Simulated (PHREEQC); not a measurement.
A solution holds 22 mmol/kgw HF, 11 mmol/kgw NH4F and 0.67 mmol/kgw H4SiO4, at 80 °C. Closed to the air; pH follows from the charge balance.

All values are PHREEQC results (ion-association model, phreeqc.dat), not measurements.

Q: The ionic strength comes out as 0.0122 mol/kgw. What activity coefficients do HF2-, NH4+, F-, SiF6-2, H+ get?

A: HF2- 0.88, NH4+ 0.87, F- 0.88, SiF6-2 0.61, H+ 0.90.

This is a speciation only: nothing precipitates in the calculation. At this temperature some constants are extrapolated from 25 °C, and those without enthalpy data are left unchanged. SiF6-2 is the database's only silicon fluoride.
